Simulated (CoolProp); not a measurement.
Computed with CoolProp (reference Helmholtz-energy equation of state, Wagner 2002).

### Question
For water, give the phase and the cv (kJ/(kg K)) at 691.1 K and 0.809 bar.

### Answer
- 691.1 K and 0.809 bar: gas; cv 1.62
